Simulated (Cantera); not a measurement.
A closed system holds: 1 mol Si, 1.4 mol NF3, 3.2 mol N2, equilibrated at 6.20 Pa.

Cantera equilibrium calculation (NASA polynomials, part measured and part estimated; ideal gas, pure solids and liquids). Candidate condensed phases: Si, Si3N4; 16 gas species. The numbers say what is thermodynamically allowed, not how fast it happens.

x: gas mole fraction; nothing condenses.

| T (K) | x N2 | x SiF4 | x F | x F2 | x NF3 | x SiF3 |
|---|---|---|---|---|---|---|
| 450 | 0.784 | 0.203 | 1.10e-6 | 0.000182 | 0.0134 | <1e-12 |
| 550 | 0.782 | 0.201 | ? | ? | ? | <1e-12 |
| 650 | 0.777 | 0.199 | 0.00782 | 0.0157 | 0.000206 | <1e-12 |
| 750 | 0.768 | 0.197 | ? | ? | ? | <1e-12 |
| 850 | 0.765 | 0.196 | 0.0386 | 0.000314 | 1.93e-9 | <1e-12 |
| 950 | 0.765 | 0.196 | 0.0392 | 2.80e-5 | 7.43e-12 | <1e-12 |
| 1050 | 0.765 | 0.196 | 0.0392 | 3.85e-6 | <1e-12 | <1e-12 |
| 1150 | 0.765 | 0.196 | 0.0392 | 7.42e-7 | <1e-12 | <1e-12 |
| 1250 | 0.765 | 0.196 | 0.0392 | 1.85e-7 | <1e-12 | <1e-12 |
| 1350 | 0.765 | 0.196 | 0.0392 | 5.67e-8 | <1e-12 | 5.53e-11 |
| 1450 | 0.765 | 0.196 | 0.0392 | 2.04e-8 | <1e-12 | 2.34e-9 |

Q: Complete the blanks.

A: 
- 750, x F: 0.0307
- 750, x F2: 0.00435
- 750, x NF3: 1.17e-6
- 550, x F: 0.000384
- 550, x F2: 0.00886
- 550, x NF3: 0.00740
